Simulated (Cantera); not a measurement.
An adiabatic, constant-pressure homogeneous reactor starts with CH₄ : CO : O₂ : N₂ = 1 : 0.12 : 2.06 : 7.75 (molar parts), equivalence ratio 1.0, at 1525 K and 17.0 bar.

Computed with Cantera and GRI-Mech 3.0 (53 species, 325 reactions). The pressure lies above the range GRI-Mech 3.0 was tuned for (to about 10 atm).

Predict: time of steepest temperature rise; temperature at 0.100 s; equilibrium temperature; x(CO) at 0.100 s; x(O₂) at 0.100 s; x(NO) at 0.100 s.


* **time of steepest temperature rise**: 98.2 µs
* **temperature at 0.100 s**: 2936 K
* **equilibrium temperature**: 2936 K
* **x(CO) at 0.100 s**: 0.0350 (gas-phase equilibrium 0.0350)
* **x(O₂) at 0.100 s**: 0.0139 (gas-phase equilibrium 0.0139)
* **x(NO) at 0.100 s**: 0.0106 (gas-phase equilibrium 0.0106)
